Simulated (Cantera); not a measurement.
What does this Cantera script print?

```python
import numpy as np
import cantera as ct

gas_names = """
    B BH BH2 BH3 BN BO BO2 B2 B2O B2O2 B2O3 B3O3H3 H HBO HBO2 HNO HNO2 HNO3 HO2 H2 H2O H2O2 H3B3O6 N NH
    NH2 NH3 NH2OH NO NO2 NO3 N2 N2H2 N2H4 N2O O OH O2 O3
""".split()
cond_names = """
    B(b) B(L) BN(s) B2O3(L) B3O3H3(cr) H2O(s) H2O(L)
""".split()


# ... load() reads the species with a 1 bar reference pressure and builds the phases ...
atoms = {
    'borazine': {'B': 3, 'N': 3, 'H': 6},
    'N2': {'N': 2},
    'H2O': {'H': 2, 'O': 1},
}
top_T = {'BN(s)': 3200}  # K; cautious upper limits of use, not melting points


# ... equilibrate(T, P, feed) seeds the gas with the atoms and calls Mixture.equilibrate('TP', solver="vcs", rtol=1e-11, max_steps=5000) ...
results = []
feed = {'borazine': 1, 'N2': 0.49, 'H2O': 1}  # mol
T = 2000  # K
P = 14000  # Pa
mix = equilibrate(T, P, feed)
results.append((T, P, feed, dict(zip(mix.species_names, mix.species_moles))))
print(gas.report(threshold=0.0001))
for i in range(1, mix.n_phases):
    print(f"{mix.phase(i).name:16s} {mix.phase_moles(i):12.5e} mol")
```

Result:

```
       temperature   2000 K
          pressure   14000 Pa
           density   0.0092519 kg/m^3
  mean mol. weight   10.989 kg/kmol
   phase of matter   gas

                          1 kg             1 kmol
                     ---------------   ---------------
          enthalpy        1.6273e+06        1.7883e+07  J
   internal energy        1.1414e+05        1.2543e+06  J
           entropy             21974        2.4147e+05  J/K
    Gibbs function        -4.232e+07       -4.6506e+08  J
 heat capacity c_p            3531.3             38806  J/K
 heat capacity c_v            2774.7             30492  J/K

                      mass frac. Y      mole frac. X     chem. pot. / RT
                     ---------------   ---------------   ---------------
                BO             0.013         0.0053288           -35.665
              B2O2          0.094866          0.019443           -71.329
              B2O3           0.11042           0.01743            -101.1
                 H        0.00033419         0.0036434             -10.9
               HBO            0.1793          0.070834           -46.564
              HBO2          0.036672         0.0091974           -76.332
                H2           0.12892           0.70272           -21.799
               H2O        0.00083097         0.0005069           -51.567
                N2           0.43555           0.17086           -30.674
     [  +30 minor]        0.00011232        4.1477e-05

B(b)              0.00000e+00 mol
BN(s)             2.14554e+00 mol
B2O3(L)           0.00000e+00 mol
B3O3H3(cr)        0.00000e+00 mol
```

Cantera equilibrium calculation (NASA polynomials, part measured and part estimated; ideal gas, pure solids and liquids). The feed counts by its element totals alone. The tables' values for BH2 are old estimates; treat these amounts as uncertain.
